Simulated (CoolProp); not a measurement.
Vapour-liquid equilibrium of R152A (1) + isobutane (2) at 1.55 bar; x and y are mole fractions of (1).

Values from CoolProp's multi-fluid Helmholtz-energy mixture model, Outcalt 1996 and Bücker 2006; pair parameters Bell 2016.

```json
[
 {"x": "0.05", "bubble temperature, mixture model (°C)": "[?]", "bubble temperature, Raoult's law (°C)": "-1.3", "y, mixture model": "0.202", "y, Raoult's law": "0.081"},
 {"x": "0.15", "bubble temperature, mixture model (°C)": "-11.8", "bubble temperature, Raoult's law (°C)": "-3.1", "y, mixture model": "0.419", "y, Raoult's law": "0.229"},
 {"x": "0.25", "bubble temperature, mixture model (°C)": "-15.1", "bubble temperature, Raoult's law (°C)": "-4.7", "y, mixture model": "0.525", "y, Raoult's law": "0.359"},
 {"x": "0.35", "bubble temperature, mixture model (°C)": "-16.7", "bubble temperature, Raoult's law (°C)": "-6.2", "y, mixture model": "0.585", "y, Raoult's law": "0.475"},
 {"x": "0.45", "bubble temperature, mixture model (°C)": "-17.6", "bubble temperature, Raoult's law (°C)": "-7.6", "y, mixture model": "0.622", "y, Raoult's law": "0.578"},
 {"x": "0.55", "bubble temperature, mixture model (°C)": "-18.1", "bubble temperature, Raoult's law (°C)": "-8.9", "y, mixture model": "0.650", "y, Raoult's law": "0.672"},
 {"x": "0.65", "bubble temperature, mixture model (°C)": "-18.3", "bubble temperature, Raoult's law (°C)": "-10.2", "y, mixture model": "0.677", "y, Raoult's law": "0.757"},
 {"x": "0.75", "bubble temperature, mixture model (°C)": "-18.2", "bubble temperature, Raoult's law (°C)": "-11.3", "y, mixture model": "0.710", "y, Raoult's law": "0.834"},
 {"x": "0.85", "bubble temperature, mixture model (°C)": "-17.7", "bubble temperature, Raoult's law (°C)": "-12.4", "y, mixture model": "0.767", "y, Raoult's law": "0.905"},
 {"x": "0.95", "bubble temperature, mixture model (°C)": "[?]", "bubble temperature, Raoult's law (°C)": "-13.5", "y, mixture model": "[?]", "y, Raoult's law": "0.969"}
]
```

Problem. Fill in the missing entries.

Solution. 
- 0.05, bubble temperature, mixture model (°C): -5.5
- 0.95, bubble temperature, mixture model (°C): -15.9
- 0.95, y, mixture model: 0.886

The largest gap from Raoult's law is -10.5 K in bubble temperature, at x = 0.35. y crosses x between x = 0.65 and 0.75: the model has an azeotrope there.

The pair parameters rest on a limited set of measurements; away from them the model extrapolates.
